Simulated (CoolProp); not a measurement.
Vapour pressure (kPa) of hydrogen chloride: the reference equation beside estimates from Tc = 51.5 °C, pc = 8314 kPa, ω = 0.130.

Values from CoolProp's reference Helmholtz-energy equation of state, Thol 2018.

```csv
T (°C),reference,Lee-Kesler,Redlich-Kwong,Peng-Robinson
-46.25,608.6,607.9,716.8,607.2
-37.95,(withheld),827.1,964.4,824.0
-29.75,1087,(withheld),1264,1091
-21.45,1413,(withheld),1628,1422
-13.15,1807,1828,2059,(withheld)
-4.85,2276,2303,2563,2299
3.45,2830,2862,3146,2863
11.75,3479,3514,3812,3522
```

Q: What belongs in the gaps?

A: 
- -37.95, reference: 823.5
- -29.75, Lee-Kesler: 1096
- -21.45, Lee-Kesler: 1428
- -13.15, Peng-Robinson: 1822

Absolute difference from the reference over all 8 rows, mean and median: Lee-Kesler 0.9 and 1.0 %, Redlich-Kwong 14.2 and 14.6 %, Peng-Robinson 0.7 and 0.7 %.
